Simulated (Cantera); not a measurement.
# Silicon nitride deposition: SiH₂Cl₂ + N₂ + H₂

A closed system holds: 1 mol SiH₂Cl₂, 2.5 mol N₂, 0.29 mol H₂, at 2048.15 K and 10.0 Torr.

Cantera equilibrium calculation (NASA polynomials, part measured and part estimated; ideal gas, pure solids and liquids). Candidate condensed phases: NH₄Cl, Si, Si₃N₄; 28 gas species. The tables' values for SiCl, SiCl₃, SiN are old estimates; treat these amounts as uncertain. Gases not in the tables: Si₂H₆ and higher silanes. Rates play no part.

```yaml
x(N₂): 0.515
x(H₂): 0.204
x(SiCl₂): 0.144
x(HCl): 0.114
x(H): 0.00877
x(Si): 0.00568
x(SiCl): 0.00392
x(Cl): 0.00362
x(SiCl₃): 0.000816
n(Si(l)): 0.247 mol
gas_amount: 4.857 mol
```
